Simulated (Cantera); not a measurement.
# Transport properties of process gases

Gas mixture: NO = 0.44 (molar parts), at 360 Pa, frozen composition.

Cantera's kinetic-theory transport with the Lennard-Jones parameters of GRI-Mech 3.0, ideal gas; thermal conductivity in the multicomponent form. The composition is frozen, though it would react at the higher temperatures.

| T (K) | ρ (kg/m³) | cp (J/kg/K) | μ (µPa s) | λ (mW/m/K) | Pr | D (cm²/s) CH3 | D (cm²/s) H | D (cm²/s) C2H2 |
|---|---|---|---|---|---|---|---|---|
| 400 | 0.00325 | 998.6 | 23.1 | 32.5 | 0.711 | 104 | 572 | 77.7 |
| 650 | 0.00200 | 1054 | 32.3 | 48.1 | 0.708 | 241 | 1320 | 181 |
| 900 | 0.00144 | 1114 | 40.1 | 63.1 | 0.707 | 417 | 2280 | 315 |
| 1150 | 0.00113 | 1153 | 47.0 | 76.7 | 0.707 | 628 | 3440 | 476 |
| 1400 | 0.000928 | 1181 | 53.4 | 89.3 | 0.707 | 871 | 4780 | 661 |
| 1650 | 0.000787 | 1202 | 59.4 | 101 | 0.706 | 1140 | 6280 | 870 |
D: mixture-averaged diffusion coefficient of that species in the mixture.
